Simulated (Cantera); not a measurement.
Feed: 1 mol CH3OH, 0.36 mol CO2, equilibrated at 2850 Torr.

Points: T (K) = 923, 1073, 1223, 1373, 1523, 1673, 1823, 1973, 2123, 2273, 2423, 2573, 2723, 2873.

Cantera's Mixture.equilibrate('TP', solver="vcs", rtol=1e-11, max_steps=5000) on the NASA tables stopped like this:

```
ERROR: FAILURE its = 5001!

*******************************************************************************
CanteraError thrown by MultiPhase::equilibrate:
VCS solver failed. Return code: -1
*******************************************************************************
```

Question: What got this run through?

Answer: One answer among several that fit: The failure is numerical, not chemical. The same input converged with solver="gibbs", rtol=1e-10, max_steps=50000, and the result passed a check of the equilibrium conditions:
```
log10 of partial pressures in bar; condensed amounts in mol
       T/K        H2        CO       H2O       CO2       CH4         H        OH     C(gr)
       923     0.128    -0.344    -0.027    -0.190    -0.377    -9.547   -12.638    0.3869
      1073     0.260     0.102    -0.483    -0.607    -0.858    -7.723   -10.894         0
      1223     0.295     0.146    -0.549    -0.863    -1.993    -6.375    -9.264         0
      1373     0.292     0.156    -0.521    -0.971    -3.074    -5.331    -7.893         0
      1523     0.288     0.161    -0.497    -1.053    -3.951    -4.492    -6.788         0
      1673     0.286     0.165    -0.480    -1.120    -4.664    -3.801    -5.884         0
      1823     0.284     0.168    -0.468    -1.176    -5.254    -3.221    -5.130         0
      1973     0.282     0.170    -0.459    -1.223    -5.750    -2.729    -4.493         0
      2123     0.280     0.171    -0.453    -1.263    -6.172    -2.305    -3.946         0
      2273     0.278     0.172    -0.449    -1.297    -6.535    -1.937    -3.473         0
      2423     0.275     0.172    -0.446    -1.326    -6.853    -1.614    -3.059         0
      2573     0.271     0.171    -0.446    -1.352    -7.134    -1.329    -2.694         0
      2723     0.264     0.170    -0.449    -1.374    -7.389    -1.076    -2.371         0
      2873     0.253     0.167    -0.456    -1.396    -7.624    -0.852    -2.084         0
```

The gas is ideal and each condensed phase is pure.
